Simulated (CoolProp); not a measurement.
Computed with CoolProp (reference Helmholtz-energy equation of state, Zhou 2011).

Q: For dimethyl carbonate, give the phase and the Z, speed of sound (m/s) at 345.9 K and 2390 kPa; 404.9 K and 2390 kPa; 444.2 K and 2390 kPa.

A: 
- 345.9 K and 2390 kPa: liquid; Z 0.0747, speed of sound 1020
- 404.9 K and 2390 kPa: liquid; Z 0.0698, speed of sound 804
- 444.2 K and 2390 kPa: liquid; Z 0.0684, speed of sound 665
